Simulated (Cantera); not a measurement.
## Tantalum, niobium, vanadium and zirconium in process gases: Zr + H2O

Input: 1 mol Zr, 0.015 mol H2O, at 0.240 Pa.

These are equilibrium values from Cantera (NASA tables, ideal gas, pure condensed phases), not measurements of a reactor. Candidate condensed phases: H2O, Zr, ZrO2; 12 gas species. Mutual solubility and eutectic melting of coexisting phases are not modelled. Condensed phases not in the tables: N, O or C dissolved in the metal. Equilibrium is a limit: real reactors are often held back by kinetics, nucleation or transport.

| T (°C) | x H2 | x H | x ZrO | x Zr | x ZrO2 | n Zr(β) | n ZrO2(tetragonal) | n Zr(l) |
|---|---|---|---|---|---|---|---|---|
| 1377 | 0.943 | 0.0569 | 8.38e-6 | 4.70e-7 | 6.79e-10 | 0.993 | 0.00750 | 0 |
| 1477 | 0.861 | 0.139 | 0.000110 | 5.79e-6 | 1.75e-8 | 0.992 | 0.00750 | 0 |
| 1577 | 0.707 | 0.292 | 0.00108 | 5.43e-5 | 3.14e-7 | 0.992 | 0.00749 | 0 |
| 1677 | 0.479 | 0.512 | 0.00838 | 0.000404 | 4.18e-6 | 0.992 | 0.00741 | 0 |
| 1777 | 0.235 | 0.710 | 0.0530 | 0.00247 | 4.30e-5 | 0.992 | 0.00682 | 0 |
| 1877 | 0.0571 | 0.650 | 0.280 | 0.0126 | 0.000355 | 0 | 0.00200 | 0.987 |
| 1977 | 0.0162 | 0.610 | 0.321 | 0.0531 | 0.000161 | 0 | 0 | 0.983 |
| 2077 | 0.00432 | 0.529 | 0.269 | 0.198 | 4.30e-5 | 0 | 0 | 0.974 |
x: gas mole fraction; n: condensed amount in mol.

From 1377 °C to 1777 °C the condensed part is Zr(β) + ZrO2(tetragonal). At 1877 °C the condensed part is Zr(l) + ZrO2(tetragonal). From 1977 °C to 2077 °C the condensed part is Zr(l). The main Zr-bearing gas is ZrO throughout.
